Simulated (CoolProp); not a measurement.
Vapour pressure (bar) of 1-butene: the reference equation beside estimates from Tc = 419.3 K, pc = 40.06 bar, ω = 0.192.

Computed with CoolProp (reference Helmholtz-energy equation of state, Lemmon 2005). It is a short technical equation, of lower accuracy than the large ones.

| T (K) | reference | Lee-Kesler | Redlich-Kwong | Peng-Robinson |
|---|---|---|---|---|
| 333.3 | 7.645 | 7.697 | 9.413 | 7.646 |
| 337 | 8.342 | 8.400 | 10.18 | 8.349 |
| 340.7 | 9.085 | 9.148 | 10.99 | 9.099 |
| 344.4 | 9.876 | 9.944 | 11.85 | 9.897 |
| 348.1 | 10.72 | 10.79 | 12.75 | 10.75 |
| 351.8 | 11.61 | 11.69 | 13.69 | 11.65 |
| 355.5 | 12.55 | 12.64 | 14.69 | 12.61 |
| 359.1 | 13.53 | 13.61 | 15.70 | 13.59 |
| 362.8 | 14.58 | 14.68 | 16.78 | 14.67 |

Absolute difference from the reference over all 9 rows, mean and median: Lee-Kesler 0.7 and 0.7 %, Redlich-Kwong 19.0 and 18.9 %, Peng-Robinson 0.3 and 0.3 %.
